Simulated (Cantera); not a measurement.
**Chemical vapour transport: MgO + Cl2 + N2**

A closed system holds: 1 mol MgO, 0.029 mol Cl2, a varied amount of N2, equilibrated at 950 °C and 0.180 bar.

These are equilibrium values from Cantera (NASA tables, ideal gas, pure condensed phases), not measurements of a reactor. Candidate condensed phases: Mg, MgCl2, MgO; 18 gas species. Rates play no part.

From 0.075 mol N2 to 1 mol N2 the condensed part is MgO(s). The main Mg-bearing gas is MgCl2 throughout.

```json
[
 {"n(N2) (mol)": "0.075", "log p N2": "-0.89", "log p Cl2": "-1.35", "log p MgCl2": "-2.35", "log p O2": "-2.65", "log p Cl": "-2.90", "log p NO": "-5.02", "n MgO(s)": "0.997"},
 {"n(N2) (mol)": "0.19", "log p N2": "-0.81", "log p Cl2": "-1.69", "log p MgCl2": "-2.57", "log p O2": "-2.88", "log p Cl": "-3.07", "log p NO": "-5.09", "n MgO(s)": "0.997"},
 {"n(N2) (mol)": "0.31", "log p N2": "-0.79", "log p Cl2": "-1.89", "log p MgCl2": "-2.71", "log p O2": "-3.01", "log p Cl": "-3.17", "log p NO": "-5.14", "n MgO(s)": "0.996"},
 {"n(N2) (mol)": "0.42", "log p N2": "-0.78", "log p Cl2": "-2.02", "log p MgCl2": "-2.79", "log p O2": "-3.10", "log p Cl": "-3.23", "log p NO": "-5.18", "n MgO(s)": "0.996"},
 {"n(N2) (mol)": "0.54", "log p N2": "-0.77", "log p Cl2": "-2.12", "log p MgCl2": "-2.87", "log p O2": "-3.17", "log p Cl": "-3.29", "log p NO": "-5.21", "n MgO(s)": "0.996"},
 {"n(N2) (mol)": "0.65", "log p N2": "-0.77", "log p Cl2": "-2.21", "log p MgCl2": "-2.92", "log p O2": "-3.22", "log p Cl": "-3.33", "log p NO": "-5.24", "n MgO(s)": "0.995"},
 {"n(N2) (mol)": "0.77", "log p N2": "-0.76", "log p Cl2": "-2.28", "log p MgCl2": "-2.97", "log p O2": "-3.27", "log p Cl": "-3.36", "log p NO": "-5.26", "n MgO(s)": "0.995"},
 {"n(N2) (mol)": "0.89", "log p N2": "-0.76", "log p Cl2": "-2.35", "log p MgCl2": "-3.01", "log p O2": "-3.32", "log p Cl": "-3.40", "log p NO": "-5.28", "n MgO(s)": "0.995"},
 {"n(N2) (mol)": "1", "log p N2": "-0.76", "log p Cl2": "-2.40", "log p MgCl2": "-3.05", "log p O2": "-3.35", "log p Cl": "-3.42", "log p NO": "-5.30", "n MgO(s)": "0.995"}
]
```
log p: log10 of the partial pressure in bar; n: condensed amount in mol.
